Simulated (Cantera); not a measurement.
# Thermodynamics of carbon deposition, reforming and gasification, feed C2H6 + O2 + H2

Input: 1 mol C2H6, 0.029 mol O2, 12 mol H2, held at 0.340 bar.

Cantera equilibrium calculation (NASA polynomials, part measured and part estimated; ideal gas, pure solids and liquids). Candidate condensed phases: C, C6H6, C7H8, C8H18, H2O; 110 gas species. Rates play no part.

From 252 °C to 552 °C nothing is condensed. From 602 °C to 652 °C the condensed part is C(graphite). The main C-bearing gas is CH4 throughout.

| T (°C) | x H2 | x CH4 | x H2O | x CO | n C(graphite) |
|---|---|---|---|---|---|
| 252 | 0.842 | 0.154 | 0.00446 | 1.05e-11 | 0 |
| 302 | 0.842 | 0.154 | 0.00446 | 7.80e-10 | 0 |
| 352 | 0.842 | 0.154 | 0.00446 | 2.97e-8 | 0 |
| 402 | 0.842 | 0.154 | 0.00446 | 6.74e-7 | 0 |
| 452 | 0.842 | 0.154 | 0.00445 | 1.01e-5 | 0 |
| 502 | 0.842 | 0.154 | 0.00435 | 0.000105 | 0 |
| 552 | 0.843 | 0.153 | 0.00371 | 0.000719 | 0 |
| 602 | 0.881 | 0.115 | 0.00235 | 0.00193 | 0.423 |
| 652 | 0.929 | 0.0666 | 0.00131 | 0.00279 | 1.02 |
x: gas mole fraction; n: condensed amount in mol.
